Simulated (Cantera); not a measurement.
Charge: 1 mol PH₃, 0.066 mol H₂, 0.3 mol O₂, at 1823.15 K and 13.3 mbar.

Method: chemical equilibrium by Gibbs-energy minimisation in Cantera with the NASA 1993 tables (ideal gas, pure condensed phases). Candidate condensed phases: H₂O, P, P₄O₁₀; 17 gas species. Gases not in the tables: HPO₂, HPO₃ and P₄O₆. Kinetics and transport are ignored.

Base state: H₂ 0.606, P₂ 0.152, PO 0.113, H₂O 0.0952, PO₂ 0.0305, H 0.00292, P 0.000328, PH 7.01e-5 (mole fractions); condensed: gas only.

What changes in the equilibrium state with this change: pressure from 13.3 mbar to 13.0 Pa?


| species | before | after |
|---|---|---|
| H₂ | 0.606 | 0.625 |
| PO | 0.113 | 0.207 |
| P₂ | 0.152 | 0.100 |
| H₂O | 0.0952 | 0.0219 |
| H | 0.00292 | 0.0301 |
| PO₂ | 0.0305 | 0.0124 |
| P₄ | 1.62e-5 | 6.86e-8 |
| P | 0.000328 | 0.00269 |
